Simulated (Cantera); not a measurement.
A freely propagating, adiabatic, planar premixed flame of 2.22 % CH4, 2.89 % C2H6, 19.9 % O2, 74.9 % N2, equivalence ratio 0.73, unburnt at 550 K and 10.0 bar; unity-Lewis-number transport, grid criteria slope 0.08 and curve 0.16, no radiation.

Model: GRI-Mech 3.0 (53 species, 325 reactions), integrated in Cantera. Unity Lewis numbers drop preferential diffusion, which matters most where H2 and H carry the flame. Burning velocities carry a grid error of a few per cent, more on coarse grids.

Problem. Predict: laminar burning velocity; thermal thickness; peak x(H2); peak x(H2O2); peak x(HCN).

Solution. 
```json
{
 "laminar_burning_velocity": "36.1 cm/s",
 "thermal_thickness": "0.0687 mm",
 "peak x(H2)": "0.00536",
 "peak x(H2O2)": "0.000178",
 "peak x(HCN)": "3.78e-7"
}
```
